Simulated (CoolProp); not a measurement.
A Linde-Hampson liquefier for dry air: isothermal reversible compression at 300 K from 1 atm to 25 MPa, throttling to 1 atm, return gas leaving the recuperator 0 K below the feed. Each further row changes one setting.

Model: reference Helmholtz-energy equation of state, Lemmon 2000, in CoolProp. It is a pseudo-pure fit of the blend.

```
case                        liquid yield per pass  compression work (kJ/kg of gas)
--------------------------  ---------------------  -------------------------------
as stated                                   0.092                              474
high pressure 50 MPa                        0.104                              544
warm-end temperature 330 K                  0.068                              525
warm-end gap 5 K                            0.081                              474
```
